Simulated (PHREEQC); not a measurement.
Solution (25 °C): 0.0308 mol HF and 7.5e-05 mol NH4HF2 per kg of water. Closed to the air; pH follows from the charge balance.

Computed with PHREEQC (ion-association model, phreeqc.dat).

| Quantity | Value |
|---|---|
| pH | 2.36 |
| ionic strength | 0.00471 mol/kgw |
| total alkalinity | -30.9 meq/kg |

| species | molality | activity | log γ |
|---|---|---|---|
| HF | 0.0258 | 0.0258 | 0.000 |
| H+ | 0.00463 | 0.00433 | -0.029 |
| F- | 0.00428 | 0.00398 | -0.032 |
| HF2- | 0.000425 | 0.000394 | -0.032 |
| NH4+ | 7.50e-5 | 6.95e-5 | -0.033 |

Precipitation was switched off in this run.
